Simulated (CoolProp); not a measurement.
Model: reference Helmholtz-energy equation of state, Akasaka 2024, in CoolProp.

**Question.** For R1132(E), give the phase and the speed of sound (m/s), Joule-Thomson coefficient (K/MPa) at 377.2 K and 1720 kPa; 377.2 K and 2680 kPa.

**Answer.** 
- 377.2 K and 1720 kPa: gas; speed of sound 220, Joule-Thomson coefficient 8.67
- 377.2 K and 2680 kPa: gas; speed of sound 211, Joule-Thomson coefficient 8.94
